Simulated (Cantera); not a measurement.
Thermodynamics of boron, boron nitride and boron oxide, feed BCl₃ + N₂

Input: 1 mol BCl₃, a varied amount of N₂, equilibrated at 875 K and 0.0133 bar.

These are equilibrium values from Cantera (NASA tables, ideal gas, pure condensed phases), not measurements of a reactor. Candidate condensed phases: B, BN; 10 gas species. The numbers say what is thermodynamically allowed, not how fast it happens.

From 0.24 mol N₂ to 30 mol N₂ nothing is condensed. The main B-bearing gas is BCl₃ throughout.

```csv
n(N₂) (mol),log p N₂,log p BCl₃,log p Cl,log p Cl₂
0.24,-2.59,-1.97,-9.11,-9.54
0.41,-2.41,-2.02,-9.10,-9.52
0.7,-2.26,-2.11,-9.10,-9.52
1.2,-2.14,-2.22,-9.12,-9.56
2,-2.05,-2.35,-9.15,-9.62
3.5,-1.98,-2.53,-9.19,-9.71
5.9,-1.94,-2.71,-9.25,-9.82
10,-1.92,-2.92,-9.31,-9.95
17,-1.90,-3.13,-9.38,-10.09
30,-1.89,-3.37,-9.46,-10.24
```
log p: log10 of the partial pressure in bar; nothing condenses.
